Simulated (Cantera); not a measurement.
Charge: 1 mol AlI3, 0.32 mol O2, 130 mol N2, 1.3 mol NH3, equilibrated at 0.000160 bar.

Equilibrium computed with Cantera from the NASA thermochemical tables; the gas is ideal and each condensed phase is pure. Candidate condensed phases: Al, AlI3, AlN, Al2O3, H2O, I2; 41 gas species. Equilibrium is a limit: real reactors are often held back by kinetics, nucleation or transport.

**Question.** At 427 °C, list the 6 most abundant gas species with their mole fractions, and the condensed phases.

**Answer.** N2 0.973, HI 0.0175, H2 0.00581, I 0.00257, I2 0.000927, AlI3 0.000161. Condensed: AlN(s) + Al2O3(s).
